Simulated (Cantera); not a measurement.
A Cantera script and what it prints.

```python
import numpy as np
import cantera as ct

gas_names = """
    CL CL2 H HCL H2 Si SiCL SiCL2 SiCL3 SiCL4 SiH SiHCL3 SiH2 SiH2CL2 SiH3 SiH3CL SiH4 Si2 Si3
""".split()
cond_names = """
    Si(cr) Si(L)
""".split()


# ... load() reads the species with a 1 bar reference pressure and builds the phases ...
atoms = {
    'SiCl4': {'Si': 1, 'CL': 4},
    'H2': {'H': 2},
}
top_T = {}  # K; cautious upper limits of use, not melting points


# ... equilibrate(T, P, feed) seeds the gas with the atoms and calls Mixture.equilibrate('TP', solver="vcs", rtol=1e-11, max_steps=5000) ...
results = []
T = 1025  # K
P = 950  # Pa
for m in [14, 23, 38, 62, 100, 170, 280, 460, 750]:
    feed = {'SiCl4': 1, 'H2': m}  # mol
    mix = equilibrate(T, P, feed)
    results.append((T, P, feed, dict(zip(mix.species_names, mix.species_moles))))
    x = sorted(zip(gas.X, gas.species_names), reverse=True)
    print(f"T = {T:g} K  P = {P:g} Pa  n(H2) = {m:g} mol  gas = {mix.phase_moles(0):.4g} mol")
    print("   x: " + "  ".join(f"{s} {v:.3e}" for v, s in x if v > 0.001))
    print("   condensed (mol): " + ("  ".join(f"{mix.phase(i).name} {mix.phase_moles(i):.4g}"
          for i in range(1, mix.n_phases) if mix.phase_moles(i) > 1e-12) or "none"))
```

It prints:

```
T = 1025 K  P = 950 Pa  n(H2) = 14 mol  gas = 15.13 mol
   x: H2 9.014e-01  SiCL4 4.622e-02  HCL 3.730e-02  SiHCL3 9.600e-03  SiCL2 2.754e-03  SiCL3 2.469e-03
   condensed (mol): Si(cr) 0.07292
T = 1025 K  P = 950 Pa  n(H2) = 23 mol  gas = 24.19 mol
   x: H2 9.309e-01  HCL 3.284e-02  SiCL4 2.604e-02  SiHCL3 6.345e-03  SiCL2 2.067e-03  SiCL3 1.606e-03
   condensed (mol): Si(cr) 0.1234
T = 1025 K  P = 950 Pa  n(H2) = 38 mol  gas = 39.28 mol
   x: H2 9.512e-01  HCL 2.833e-02  SiCL4 1.382e-02  SiHCL3 3.988e-03  SiCL2 1.506e-03
   condensed (mol): Si(cr) 0.1971
T = 1025 K  P = 950 Pa  n(H2) = 62 mol  gas = 63.38 mol
   x: H2 9.649e-01  HCL 2.403e-02  SiCL4 6.946e-03  SiHCL3 2.397e-03  SiCL2 1.068e-03
   condensed (mol): Si(cr) 0.2965
T = 1025 K  P = 950 Pa  n(H2) = 100 mol  gas = 101.5 mol
   x: H2 9.744e-01  HCL 1.991e-02  SiCL4 3.213e-03  SiHCL3 1.351e-03
   condensed (mol): Si(cr) 0.4225
T = 1025 K  P = 950 Pa  n(H2) = 170 mol  gas = 171.7 mol
   x: H2 9.822e-01  HCL 1.544e-02  SiCL4 1.144e-03
   condensed (mol): Si(cr) 0.5888
T = 1025 K  P = 950 Pa  n(H2) = 280 mol  gas = 281.8 mol
   x: H2 9.877e-01  HCL 1.140e-02
   condensed (mol): Si(cr) 0.7452
T = 1025 K  P = 950 Pa  n(H2) = 460 mol  gas = 461.9 mol
   x: H2 9.919e-01  HCL 7.823e-03
   condensed (mol): Si(cr) 0.8641
T = 1025 K  P = 950 Pa  n(H2) = 750 mol  gas = 752 mol
   x: H2 9.948e-01  HCL 5.084e-03
   condensed (mol): Si(cr) 0.9314
```

Equilibrium computed with Cantera from the NASA thermochemical tables; the gas is ideal and each condensed phase is pure. The tables' values for SiCl3 are old estimates; treat these amounts as uncertain.
